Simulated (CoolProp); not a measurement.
Properties of CH3F (R41) along the isotherm 338.5 K (Tc = 317.3 K, pc = 5906 kPa, ω = 0.200).

Model: reference Helmholtz-energy equation of state, Lemmon 2006, in CoolProp. It is a short technical equation, of lower accuracy than the large ones.

```
p (kPa)          phase  density (kg/m³)  Joule-Thomson coefficient (K/MPa)  isothermal compressibility (1/MPa)  expansivity (1/kK)
-------  -------------  ---------------  ---------------------------------  ----------------------------------  ------------------
2110               gas            28.98                              12.04                              0.5419               4.438
4220               gas            68.51                              11.29                              0.3306               7.393
6330     supercritical            132.1                              9.917                              0.3128               15.59
8440     supercritical            278.6                              6.354                              0.3622               43.37
10500    supercritical            424.3                              2.881                             0.09474               20.51
12700    supercritical            485.1                              1.685                             0.04063               11.53
14800    supercritical            518.9                              1.176                             0.02573               8.510
16900    supercritical            543.3                             0.8764                             0.01879               6.932
19000    supercritical            562.6                             0.6761                             0.01481               5.949
21100    supercritical            578.7                             0.5309                             0.01222               5.269
23200    supercritical            592.6                             0.4200                             0.01041               4.766
25300    supercritical            604.8                             0.3321                            0.009075               4.376
27400    supercritical            615.7                             0.2603                            0.008045               4.063
29500    supercritical            625.7                             0.2005                            0.007227               3.805
```
